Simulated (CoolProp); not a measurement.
cis-2-butene at 298.15 K and 0.0306 MPa is throttled through a valve to 0.00476 MPa with no heat exchange. Each further row changes one setting.

Model: reference Helmholtz-energy equation of state, Lemmon 2005, in CoolProp. It is a short technical equation, of lower accuracy than the large ones.

| case | temperature change (K) | final density (kg/m³) |
|---|---|---|
| as stated | -0.8 | 0.108 |
| outlet pressure 0.00143 MPa | -1.0 | 0.0325 |
| outlet pressure 0.00619 MPa | -0.8 | 0.141 |
